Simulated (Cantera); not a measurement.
Input: 1 mol Fe₂O₃, 0.19 mol Cl₂, 1.4 mol O₂, equilibrated at 1700 K and 2.50 bar.

Cantera equilibrium calculation (NASA polynomials, part measured and part estimated; ideal gas, pure solids and liquids). Candidate condensed phases: Fe, FeCl₂, FeCl₃, FeO, Fe₂O₃, Fe₃O₄; 13 gas species. The numbers say what is thermodynamically allowed, not how fast it happens.

Base state: O₂ 0.884, FeCl₂ 0.0490, Cl₂ 0.0296, Cl 0.0209, FeCl₃ 0.0159, ClO 0.000609, Fe₂Cl₄ 6.38e-5, O 2.66e-5 (mole fractions); condensed: Fe₂O₃(s).

### Question
What changes in the equilibrium state with this change: temperature from 1700 K to 1625 K?

### Answer
```tsv
species	before	after
O₂	0.884	0.886
Cl₂	0.0296	0.0445
FeCl₂	0.0490	0.0332
Cl	0.0209	0.0170
FeCl₃	0.0159	0.0189
O	2.66e-5	1.16e-5
Fe₂Cl₄	6.38e-5	4.60e-5
ClO	0.000609	0.000535
Fe₂O₃(s), mol	0.946	0.957
```

### Question
What changes in the equilibrium state with this change: temperature from 1700 K to 1525 K?

### Answer
```json
[
 {"species": "O₂", "before": "0.884", "after": "0.887"},
 {"species": "Cl₂", "before": "0.0296", "after": "0.0678"},
 {"species": "FeCl₃", "before": "0.0159", "after": "0.0185"},
 {"species": "FeCl₂", "before": "0.0490", "after": "0.0154"},
 {"species": "Cl", "before": "0.0209", "after": "0.0113"},
 {"species": "O", "before": "2.66e-5", "after": "3.37e-6"},
 {"species": "Fe₂Cl₄", "before": "6.38e-5", "after": "1.95e-5"},
 {"species": "Fe₂O₃(s), mol", "before": "0.946", "after": "0.972"}
]
```
